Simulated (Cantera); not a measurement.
An isothermal, constant-pressure homogeneous reactor starts with 96.4 % N₂O, 3.59 % H₂O, at 1400 K and 1.00 atm.

Computed with Cantera and GRI-Mech 3.0 (53 species, 325 reactions). GRI-Mech 3.0 was tuned for natural gas; its chemistry of N2O as a main component is partial and can be far from experiment. The temperature is held fixed by assumption; the heat of reaction is taken as removed at once.

x: mole fraction; the columns are a selection and need not sum to one.

```json
[
 {"t (s)": "3.00e-5", "x N₂O": "0.963", "x H₂O": "0.0359", "x HO₂": "2.57e-6", "x H": "1.63e-8", "x H₂O₂": "?", "x NO": "8.46e-5", "x N₂": "0.000431"},
 {"t (s)": "8.66e-5", "x N₂O": "0.962", "x H₂O": "0.0359", "x HO₂": "1.27e-5", "x H": "4.18e-8", "x H₂O₂": "?", "x NO": "0.000260", "x N₂": "0.00130"},
 {"t (s)": "0.000250", "x N₂O": "0.958", "x H₂O": "0.0358", "x HO₂": "1.66e-5", "x H": "6.01e-8", "x H₂O₂": "?", "x NO": "0.000738", "x N₂": "0.00384"},
 {"t (s)": "0.000721", "x N₂O": "0.946", "x H₂O": "0.0357", "x HO₂": "1.23e-5", "x H": "6.47e-8", "x H₂O₂": "?", "x NO": "0.00204", "x N₂": "0.0111"},
 {"t (s)": "0.00208", "x N₂O": "0.913", "x H₂O": "0.0353", "x HO₂": "8.12e-6", "x H": "6.37e-8", "x H₂O₂": "?", "x NO": "0.00563", "x N₂": "0.0315"},
 {"t (s)": "0.00600", "x N₂O": "0.827", "x H₂O": "0.0342", "x HO₂": "4.41e-6", "x H": "6.17e-8", "x H₂O₂": "?", "x NO": "0.0151", "x N₂": "0.0845"},
 {"t (s)": "0.0173", "x N₂O": "0.637", "x H₂O": "0.0319", "x HO₂": "1.94e-6", "x H": "6.07e-8", "x H₂O₂": "?", "x NO": "0.0358", "x N₂": "0.203"},
 {"t (s)": "0.0500", "x N₂O": "0.337", "x H₂O": "0.0283", "x HO₂": "7.59e-7", "x H": "5.35e-8", "x H₂O₂": "?", "x NO": "0.0658", "x N₂": "0.390"},
 {"t (s)": "0.144", "x N₂O": "0.0867", "x H₂O": "0.0253", "x HO₂": "2.90e-7", "x H": "2.43e-8", "x H₂O₂": "?", "x NO": "0.0844", "x N₂": "0.550"},
 {"t (s)": "0.416", "x N₂O": "0.00555", "x H₂O": "0.0243", "x HO₂": "9.01e-8", "x H": "2.02e-9", "x H₂O₂": "?", "x NO": "0.0858", "x N₂": "0.604"},
 {"t (s)": "1.20", "x N₂O": "7.65e-6", "x H₂O": "0.0242", "x HO₂": "5.57e-8", "x H": "7.01e-10", "x H₂O₂": "1.45e-9", "x NO": "0.0856", "x N₂": "0.608"},
 {"t (s)": "3.47", "x N₂O": "2.00e-6", "x H₂O": "0.0242", "x HO₂": "5.57e-8", "x H": "7.00e-10", "x H₂O₂": "1.45e-9", "x NO": "0.0856", "x N₂": "0.608"},
 {"t (s)": "10.0", "x N₂O": "1.99e-6", "x H₂O": "0.0242", "x HO₂": "5.57e-8", "x H": "7.00e-10", "x H₂O₂": "1.45e-9", "x NO": "0.0853", "x N₂": "0.608"}
]
```

### Question
Fill in the missing entries.

### Answer

- 3.00e-5, x H₂O₂: 6.53e-9
- 8.66e-5, x H₂O₂: 1.11e-7
- 0.000250, x H₂O₂: 2.08e-7
- 0.000721, x H₂O₂: 1.33e-7
- 0.00208, x H₂O₂: 8.50e-8
- 0.00600, x H₂O₂: 5.90e-8
- 0.0173, x H₂O₂: 4.66e-8
- 0.0500, x H₂O₂: 3.48e-8
- 0.144, x H₂O₂: 1.78e-8
- 0.416, x H₂O₂: 3.31e-9
